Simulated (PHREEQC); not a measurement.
Consider water at 14 °C with 0.046 mol KHCO3 and 0.00039 mol Na2CO3 per kg of water. Closed to the air; pH follows from the charge balance.

Computed with PHREEQC (ion-association model, phreeqc.dat).

```tsv
quantity	before	after
pH	8.43	8.51
CO3-2 (mol/kgw)	0.000759	0.000144
NaHCO3 (mol/kgw)	1.42e-5	6.94e-7
NaCO3- (mol/kgw)	2.94e-6	1.59e-7
```

Problem. What was changed between the two runs?
A. diluted 5-fold with water
B. KHCO3 replaced by K3PO4 at the same molality
C. Na2CO3 from 0.00039 to 0.000195 mol/kgw
D. temperature from 14 to 70 °C
E. Na2CO3 from 0.00039 to 3.9e-05 mol/kgw

Solution. A, diluted 5-fold with water

Precipitation was switched off in this run. Away from 25 °C the constants follow the database's enthalpies or fits; those with neither stay at their 25 °C values.
